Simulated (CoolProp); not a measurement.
Vapour-liquid equilibrium of isohexane (1) + n-heptane (2) at 104.15 °C; x and y are mole fractions of (1).

The numbers come from the multi-fluid Helmholtz-energy mixture model, Lemmon 2006 and Span 2003; pair parameters Bell 2016 in CoolProp.

```
x     bubble pressure (MPa)  y at the bubble point  dew pressure at overall composition x (MPa)  liquid density (mol/L)
----  ---------------------  ---------------------  -------------------------------------------  ----------------------
0.05                 0.1304                  0.123                                       0.1238                   6.100
0.15                 0.1516                  0.317                                       0.1330                   6.153
0.25                 0.1728                  0.465                                       0.1436                   6.206
0.35                 0.1942                  0.582                                       0.1559                   6.259
0.45                 0.2158                  0.678                                       0.1705                   6.312
0.55                 0.2378                  0.758                                       0.1879                   6.366
0.65                 0.2601                  0.826                                       0.2091                   6.419
0.75                 0.2828                  0.884                                       0.2354                   6.472
0.85                 0.3059                  0.935                                       0.2690                   6.524
0.95                 0.3294                  0.980                                       0.3133                   6.575
```

No azeotrope shows between x = 0.05 and 0.95.

The pair parameters rest on a limited set of measurements; away from them the model extrapolates.
